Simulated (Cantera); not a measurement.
Input: 1 mol CsCl, 1 mol H2O, a varied amount of N2, equilibrated at 1948.15 K and 1000 Pa.

These are equilibrium values from Cantera (NASA tables, ideal gas, pure condensed phases), not measurements of a reactor. Candidate condensed phases: Cs, CsCl, CsOH, H2O, NH4Cl; 37 gas species. Rates play no part.

Problem. At 77 mol N2, list the 5 most abundant gas species with their mole fractions, and the condensed phases.

Solution. N2 0.973, CsCl 0.0118, H2O 0.0109, H2 0.00102, Cs 0.000671. Condensed: gas only.
